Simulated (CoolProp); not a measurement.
R142b along the isotherm 290.4 K: fugacity coefficient from the reference equation and from simpler models built on Tc = 410.3 K, pc = 4.055 MPa, ω = 0.232; each cubic takes its own stable root.

The numbers come from the reference Helmholtz-energy equation of state, Lemmon 2006 in CoolProp. It is a short technical equation, of lower accuracy than the large ones.

| p (MPa) | phase | reference | van der Waals | Redlich-Kwong | Soave-Redlich-Kwong | Peng-Robinson |
|---|---|---|---|---|---|---|
| 0.634 | liquid | 0.3920 | 0.8959 | 0.5675 | 0.3966 | 0.3929 |
| 1.27 | liquid | 0.2003 | 0.5962 | 0.2910 | 0.2032 | 0.2007 |
| 1.9 | liquid | 0.1370 | 0.4141 | 0.1998 | 0.1393 | 0.1372 |
| 2.53 | liquid | 0.1053 | 0.3231 | 0.1541 | 0.1074 | 0.1054 |
| 3.17 | liquid | 0.08603 | 0.2680 | 0.1263 | 0.08793 | 0.08608 |
| 3.8 | liquid | 0.07344 | 0.2321 | 0.1082 | 0.07524 | 0.07344 |
| 4.43 | liquid | 0.06446 | 0.2067 | 0.09523 | 0.06620 | 0.06443 |
| 5.07 | liquid | 0.05765 | 0.1876 | 0.08544 | 0.05935 | 0.05759 |
| 5.7 | liquid | 0.05246 | 0.1732 | 0.07800 | 0.05413 | 0.05238 |
| 6.34 | liquid | 0.04827 | 0.1616 | 0.07200 | 0.04993 | 0.04818 |
| 6.97 | liquid | 0.04492 | 0.1525 | 0.06721 | 0.04657 | 0.04481 |
| 7.6 | liquid | 0.04215 | 0.1451 | 0.06325 | 0.04380 | 0.04202 |
| 8.24 | liquid | 0.03978 | 0.1389 | 0.05988 | 0.04143 | 0.03964 |
| 8.87 | liquid | 0.03781 | 0.1338 | 0.05707 | 0.03946 | 0.03764 |
| 9.5 | liquid | 0.03611 | 0.1295 | 0.05466 | 0.03777 | 0.03593 |
| 10.1 | liquid | 0.03470 | 0.1261 | 0.05268 | 0.03638 | 0.03451 |

At some of these states van der Waals gives the other phase, because its saturation line lies elsewhere.
